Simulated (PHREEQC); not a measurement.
Consider water at 25 °C with 0.014 mol/kgw H3PO4 and 0.00052 mol/kgw HNO3. Closed to the air; pH follows from the charge balance.

Computed with PHREEQC (ion-association model, phreeqc.dat).

- pH = 2.15
- ionic strength = 0.00769 mol/kgw
- specific conductance = 2770 µS/cm
- total alkalinity = -14.5 meq/kg

```
species  molality  activity   log γ
-------  --------  --------  ------
H+        0.00769   0.00709  -0.036
H2PO4-    0.00717   0.00656  -0.039
H3PO4     0.00683   0.00684   0.001
NO3-     0.000520  0.000473  -0.041
HPO4-2    8.24e-8   5.75e-8  -0.156
```

Precipitation was switched off in this run. Species that the database lacks are ignored.
